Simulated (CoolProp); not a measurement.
Model: reference Helmholtz-energy equation of state, Lemmon 2013, in CoolProp.

**Question.** For propylene, give the phase and the speed of sound (m/s), viscosity (µPa s) at -19.45 °C and 1.01 bar; 22.95 °C and 1.01 bar; 44.05 °C and 1.01 bar.

**Answer.** 
- -19.45 °C and 1.01 bar: gas; speed of sound 238, viscosity 7.22
- 22.95 °C and 1.01 bar: gas; speed of sound 256, viscosity 8.50
- 44.05 °C and 1.01 bar: gas; speed of sound 265, viscosity 9.12

Viscosity comes from a separate model (Huber 2003), an estimate that may be off by 10 % or more.
